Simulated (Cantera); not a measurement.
Feed: 1 mol SiH2Cl2, 120 mol H2, held at 900 Torr.

Points: T (K) = 873, 923, 973, 1023, 1073, 1123, 1173, 1223, 1273, 1323, 1373, 1423, 1473, 1523.

Cantera's Mixture.equilibrate('TP', solver="vcs", rtol=1e-11, max_steps=5000) on the NASA tables stopped like this:

```
T = 873 K  P = 120000 Pa  gas = 121.4 mol
   x: H2 9.941e-01  SiHCL3 2.756e-03  SiCL4 1.519e-03  HCL 1.174e-03  SiH2CL2 4.557e-04  SiH3CL 1.812e-05
   condensed (mol): Si(cr) 0.4223
T = 923 K  P = 120000 Pa  gas = 121.5 mol
   x: H2 9.935e-01  SiHCL3 2.590e-03  HCL 1.963e-03  SiCL4 1.436e-03  SiH2CL2 4.576e-04  SiH3CL 1.994e-05  SiCL3 1.410e-05
   condensed (mol): Si(cr) 0.4505
T = 973 K  P = 120000 Pa  gas = 121.5 mol
   x: H2 9.927e-01  HCL 3.078e-03  SiHCL3 2.372e-03  SiCL4 1.309e-03  SiH2CL2 4.491e-04  SiCL3 2.646e-05  SiH3CL 2.146e-05  SiCL2 1.534e-05
   condensed (mol): Si(cr) 0.4904
ERROR: FAILURE its = 5001!

*******************************************************************************
CanteraError thrown by MultiPhase::equilibrate:
VCS solver failed. Return code: -1
*******************************************************************************
```

What got this run through?

Several could match; the one computed here: The failure is numerical, not chemical. The same input converged with solver="gibbs", rtol=1e-10, max_steps=50000, and the result passed a check of the equilibrium conditions:
```
T = 873 K  P = 120000 Pa  gas = 121.4 mol
   x: H2 9.941e-01  SiHCL3 2.756e-03  SiCL4 1.519e-03  HCL 1.174e-03  SiH2CL2 4.557e-04  SiH3CL 1.812e-05
   condensed (mol): Si(cr) 0.4223
T = 923 K  P = 120000 Pa  gas = 121.5 mol
   x: H2 9.935e-01  SiHCL3 2.590e-03  HCL 1.963e-03  SiCL4 1.436e-03  SiH2CL2 4.576e-04  SiH3CL 1.994e-05  SiCL3 1.410e-05
   condensed (mol): Si(cr) 0.4505
T = 973 K  P = 120000 Pa  gas = 121.5 mol
   x: H2 9.927e-01  HCL 3.078e-03  SiHCL3 2.372e-03  SiCL4 1.309e-03  SiH2CL2 4.491e-04  SiCL3 2.646e-05  SiH3CL 2.146e-05  SiCL2 1.534e-05
   condensed (mol): Si(cr) 0.4904
T = 1023 K  P = 120000 Pa  gas = 121.5 mol
   x: H2 9.917e-01  HCL 4.545e-03  SiHCL3 2.095e-03  SiCL4 1.134e-03  SiH2CL2 4.282e-04  SiCL3 4.460e-05  SiCL2 3.703e-05  SiH3CL 2.256e-05
   condensed (mol): Si(cr) 0.5427
T = 1073 K  P = 120000 Pa  gas = 121.6 mol
   x: H2 9.904e-01  HCL 6.332e-03  SiHCL3 1.758e-03  SiCL4 9.174e-04  SiH2CL2 3.932e-04  SiCL2 7.880e-05  SiCL3 6.722e-05  SiH3CL 2.310e-05
   condensed (mol): Si(cr) 0.6062
T = 1123 K  P = 120000 Pa  gas = 121.7 mol
   x: H2 9.890e-01  HCL 8.322e-03  SiHCL3 1.377e-03  SiCL4 6.759e-04  SiH2CL2 3.439e-04  SiCL2 1.479e-04  SiCL3 8.970e-05  SiH3CL 2.293e-05
   condensed (mol): Si(cr) 0.6765
T = 1173 K  P = 120000 Pa  gas = 121.8 mol
   x: H2 9.876e-01  HCL 1.030e-02  SiHCL3 9.884e-04  SiCL4 4.423e-04  SiH2CL2 2.828e-04  SiCL2 2.443e-04  SiCL3 1.047e-04  SiH3CL 2.196e-05
   condensed (mol): Si(cr) 0.7461
T = 1223 K  P = 120000 Pa  gas = 121.9 mol
   x: H2 9.864e-01  HCL 1.200e-02  SiHCL3 6.414e-04  SiCL2 3.549e-04  SiCL4 2.527e-04  SiH2CL2 2.171e-04  SiCL3 1.061e-04  SiH3CL 2.023e-05
   condensed (mol): Si(cr) 0.8059
T = 1273 K  P = 120000 Pa  gas = 121.9 mol
   x: H2 9.855e-01  HCL 1.323e-02  SiCL2 4.591e-04  SiHCL3 3.791e-04  SiH2CL2 1.563e-04  SiCL4 1.273e-04  SiCL3 9.443e-05  SiH3CL 1.798e-05
   condensed (mol): Si(cr) 0.8494
T = 1323 K  P = 120000 Pa  gas = 121.9 mol
   x: H2 9.850e-01  HCL 1.399e-02  SiCL2 5.430e-04  SiHCL3 2.105e-04  SiH2CL2 1.077e-04  SiCL3 7.648e-05  SiCL4 5.892e-05  SiH3CL 1.559e-05
   condensed (mol): Si(cr) 0.8764
T = 1373 K  P = 120000 Pa  gas = 122 mol
   x: H2 9.847e-01  HCL 1.440e-02  SiCL2 6.059e-04  SiHCL3 1.141e-04  SiH2CL2 7.302e-05  SiCL3 5.879e-05  SiCL4 2.638e-05  SiH3CL 1.336e-05
   condensed (mol): Si(cr) 0.8911
T = 1423 K  P = 120000 Pa  gas = 122 mol
   x: H2 9.845e-01  HCL 1.461e-02  SiCL2 6.534e-04  SiHCL3 6.220e-05  SiH2CL2 4.961e-05  SiCL3 4.431e-05  SiCL4 1.189e-05  SiH3CL 1.144e-05
   condensed (mol): Si(cr) 0.8982
T = 1473 K  P = 120000 Pa  gas = 122 mol
   x: H2 9.845e-01  HCL 1.471e-02  SiCL2 6.908e-04  SiHCL3 3.465e-05  SiH2CL2 3.415e-05  SiCL3 3.336e-05  H 1.146e-05
   condensed (mol): Si(cr) 0.9011
T = 1523 K  P = 120000 Pa  gas = 122 mol
   x: H2 9.844e-01  HCL 1.475e-02  SiCL2 7.220e-04  SiCL3 2.531e-05  SiH2CL2 2.394e-05  H 2.093e-05  SiHCL3 1.986e-05
   condensed (mol): Si(cr) 0.9017
```

The gas is ideal and each condensed phase is pure. The tables' values for SiCl3 are old estimates; treat these amounts as uncertain.
